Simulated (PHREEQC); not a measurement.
Make-up at 44 °C: 0.0094 mol/kgw HCl, 7.2e-05 mol/kgw MnSO4 and 0.0002 mol/kgw MgSO4. Closed to the air; pH follows from the charge balance.

Equilibrium calculation in PHREEQC: ion-association model, wateq4f.dat.

| quantity | before | after |
|---|---|---|
| pH | 2.07 | 2.76 |
| SO4-2 (mol/kgw) | 0.000138 | 0.000213 |

Task: Name the change that produced these shifts.
A. HCl from 0.0094 to 0.00188 mol/kgw
B. MnSO4 replaced by CdSO4 at the same molality
C. HCl from 0.0094 to 0.00846 mol/kgw
D. 0.0054 mol/kgw Ca(OH)2 added
E. MgSO4 left out

Result: A, HCl from 0.0094 to 0.00188 mol/kgw

Precipitation was switched off in this run. Away from 25 °C the constants follow the database's enthalpies or fits; those with neither stay at their 25 °C values.
